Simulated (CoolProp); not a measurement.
Dry air along the isotherm 142.8 K: Z from the reference equation and from simpler models built on Tc = 132.5 K, pc = 3.786 MPa, ω = 0.034; each cubic takes its own stable root.

Values from CoolProp's reference Helmholtz-energy equation of state, Lemmon 2000. It is a pseudo-pure fit of the blend.

```tsv
p (MPa)	phase	reference
1.46	gas	0.8890
2.91	gas	0.7561
4.37	supercritical	0.5784
5.82	supercritical	0.3839
7.28	supercritical	0.3733
8.74	supercritical	0.4070
10.2	supercritical	0.4484
11.6	supercritical	0.4903
13.1	supercritical	0.5358
14.6	supercritical	0.5814
16	supercritical	0.6238
17.5	supercritical	0.6691
18.9	supercritical	0.7110
```

### Question
How far does each simpler model (van der Waals, Redlich-Kwong, Peng-Robinson) lie from the reference over these 13 states: mean and median of the absolute difference, and the worst?

### Answer
- van der Waals: mean 15.9 %, median 21.7 %, worst +23.3 % at 142.8 K and 18.9 MPa
- Redlich-Kwong: mean 2.5 %, median 1.4 %, worst +7.2 % at 142.8 K and 7.28 MPa
- Peng-Robinson: mean 5.2 %, median 5.0 %, worst -9.8 % at 142.8 K and 18.9 MPa
